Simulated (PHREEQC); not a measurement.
Consider water at 25 °C with 0.0038 mol/kgw NH4HF2, 0.003 mol/kgw H2SiF6, 0.21 mol/kgw HBF4 and 0.016 mol/kgw HCl. Closed to the air; pH follows from the charge balance.

Computed with PHREEQC (ion-association model, wateq4f.dat).

```csv
quantity,before,after
pH,0.75,0.65
BF4- (mol/kgw),0.203,0.203
HF (mol/kgw),0.0203,0.0207
BF3OH- (mol/kgw),0.00346,0.00335
H3BO3 (mol/kgw),0.00281,0.00296
SI of Quartz (SiO2),-1.71,-1.62
```

Problem. Name the change that produced these shifts.
A. HCl from 0.016 to 0.08 mol/kgw
B. temperature from 25 to 75 °C
C. diluted 2-fold with water
D. NH4HF2 replaced by (NH4)2HPO4 at the same molality
E. NH4HF2 from 0.0038 to 0.00076 mol/kgw

Solution. A, HCl from 0.016 to 0.08 mol/kgw

This is a speciation only: nothing precipitates in the calculation. SiF6-2 is the database's only silicon fluoride. Real BF4- forms and hydrolyses slowly; the run takes it at equilibrium.
